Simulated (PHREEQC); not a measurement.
Solution (20 °C): 6.2 mmol/kgw NH3. Closed to the air; pH follows from the charge balance.

Equilibrium calculation in PHREEQC: ion-association model, wateq4f.dat.

This is a speciation only: nothing precipitates in the calculation.

### Question
What pH does the model give?

### Answer
pH 10.67.

### Question
In which forms is N present?

### Answer
NH3 95 %, NH4+ 5.2 % of the N.

Complexes and solids missing from the database can't appear.
